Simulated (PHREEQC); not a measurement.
A PHREEQC input (ion-association model, wateq4f.dat):

```
SOLUTION 1
  temp 25
  units ug/L
  pH 8.11
  pe 10.3
  Na 14.9
  K 0.254
  Ca 20.1
  Mg 0.501
  Cl 28.2
  S(6) 24 as SO4
  Alkalinity 25.7 as HCO3
  F 0.57
  Li 0.017
END
USE solution 1
EQUILIBRIUM_PHASES 1
  Fluorite 0 0
  CO2(g) -3.4 10
END
```

It stops with these messages:

```
WARNING: Maximum iterations exceeded, 100
WARNING: Maximum iterations exceeded, 100
WARNING: The program has failed to converge to a numerical solution.
ERROR:           Alkalinity has not converged. Total: 4.211797e-07	Calculated: 1.284277e-06	Residual: -8.630977e-07
ERROR: Is non-carbonate alkalinity greater than total alkalinity?
ERROR:                   Ca has not converged. Total: 5.014971e-07	Calculated: 5.008476e-07	Residual: 6.495030e-10
ERROR:                   Cl has not converged. Total: 7.954194e-07	Calculated: 7.951509e-07	Residual: 2.684530e-10
ERROR:                    F has not converged. Total: 3.000253e-08	Calculated: 2.999240e-08	Residual: 1.012567e-11
ERROR:                    K has not converged. Total: 6.495832e-09	Calculated: 6.493640e-09	Residual: 2.192310e-12
ERROR:                   Li has not converged. Total: 2.449921e-09	Calculated: 2.449097e-09	Residual: 8.243959e-13
ERROR:                   Mg has not converged. Total: 2.060711e-08	Calculated: 2.058044e-08	Residual: 2.667348e-11
ERROR:                   Na has not converged. Total: 6.481136e-07	Calculated: 6.478955e-07	Residual: 2.181337e-10
ERROR:                 S(6) has not converged. Total: 2.498335e-07	Calculated: 2.495051e-07	Residual: 3.284197e-10
ERROR:                   Mu Ionic strength has not converged. 	Residual: -4.333589e-07
ERROR:               A(H2O) Activity of water has not converged. 	Residual: 1.477374e-08
ERROR: Model failed to converge for initial solution  1.
```

### Question
Why does the run stop?

### Answer
The fault: the units line changed with the numbers kept. The line should read `units mg/kgw` where the input has `units ug/L`. With the mend the run ends at pH 7.81 and ionic strength 0.00243 mol/kgw.
